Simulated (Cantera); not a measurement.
Pb + H₂ + N₂ (iron carbonyl, mercury and lead vapours)

A closed system holds: 1 mol Pb, 9.7 mol H₂, 15 mol N₂, at 133 Pa.

These are equilibrium values from Cantera (NASA tables, ideal gas, pure condensed phases), not measurements of a reactor. Candidate condensed phases: Pb; 11 gas species. Equilibrium is a limit: real reactors are often held back by kinetics, nucleation or transport.

```
T (K)   x N₂   x H₂      x Pb       x H    x NH₃     x Pb₂  n Pb(l)
-----  -----  -----  --------  --------  -------  --------  -------
798    0.607  0.393   4.30e-5  4.57e-11  7.80e-7  2.96e-12    0.999
898    0.607  0.392  0.000971   1.88e-9  3.14e-7  5.55e-10    0.976
998    0.600  0.388    0.0116   3.67e-8  1.47e-7   3.55e-8    0.710
1098   0.584  0.377    0.0389   4.16e-7  7.59e-8   2.05e-7        0
1198   0.584  0.377    0.0389   3.20e-6  4.56e-8   1.18e-7        0
1298   0.584  0.377    0.0389   1.80e-5  2.95e-8   7.39e-8        0
1398   0.584  0.377    0.0389   7.96e-5  2.03e-8   4.93e-8        0
```
x: gas mole fraction; n: condensed amount in mol.

From 798 K to 998 K the condensed part is Pb(l). From 1098 K to 1398 K nothing is condensed. The main Pb-bearing gas is Pb throughout.
